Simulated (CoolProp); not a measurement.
R152A at 184.2 K and 0.459 MPa flows at 3.7 m/s in a round tube of 25 mm bore and 0.25 µm roughness, fully developed (64/Re and Nu = 3.66 if laminar; Colebrook and Gnielinski if turbulent). Each further row changes one setting.

Model: reference Helmholtz-energy equation of state, Outcalt 1996, in CoolProp. It is a modified Benedict-Webb-Rubin equation, recast in Helmholtz form.

```json
[
 {"case": "as stated", "Reynolds number": "120000", "Darcy friction factor": "___", "pressure drop (Pa/m)": "___", "heat-transfer coefficient (W/(m² K))": "4900", "mass flow (kg/h)": "7440"},
 {"case": "velocity 7.4 m/s", "Reynolds number": "241000", "Darcy friction factor": "0.0152", "pressure drop (Pa/m)": "18900", "heat-transfer coefficient (W/(m² K))": "8970", "mass flow (kg/h)": "14900"},
 {"case": "diameter 50 mm", "Reynolds number": "241000", "Darcy friction factor": "0.0151", "pressure drop (Pa/m)": "___", "heat-transfer coefficient (W/(m² K))": "4480", "mass flow (kg/h)": "29800"}
]
```

Task: Fill in the missing entries.

Result: 
- as stated, Darcy friction factor: 0.0174
- as stated, pressure drop (Pa/m): 5420
- diameter 50 mm, pressure drop (Pa/m): 2360

Viscosity comes from a separate model (Bell 2016), an estimate that may be off by 10 % or more. Thermal conductivity comes from a separate model (Krauss 1996).
